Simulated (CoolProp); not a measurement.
Octamethyltrisiloxane (MDM) along the isobar 6.13 MPa: density (kg/m³) from the reference equation and from simpler models built on Tc = 565.4 K, pc = 1.438 MPa, ω = 0.528; each cubic takes its own stable root.

Values from CoolProp's reference Helmholtz-energy equation of state, Thol 2017.

```
T (K)          phase  reference
-----  -------------  ---------
323.3         liquid      799.7
351.3         liquid      772.8
379.2         liquid      745.4
407.2         liquid      717.3
435.2         liquid      688.4
463.1         liquid      658.5
491.1         liquid      627.2
519.1         liquid      594.3
547           liquid      559.5
575    supercritical      522.4
```

Problem. How far does each simpler model (van der Waals, Redlich-Kwong, Soave-Redlich-Kwong) lie from the reference over these 10 states: mean and median of the absolute difference, and the worst?

Solution. 
- van der Waals: mean 34.2 %, median 35.0 %, worst -39.6 % at 323.3 K and 6.13 MPa
- Redlich-Kwong: mean 10.6 %, median 10.8 %, worst -13.1 % at 323.3 K and 6.13 MPa
- Soave-Redlich-Kwong: mean 7.3 %, median 7.1 %, worst -9.3 % at 323.3 K and 6.13 MPa
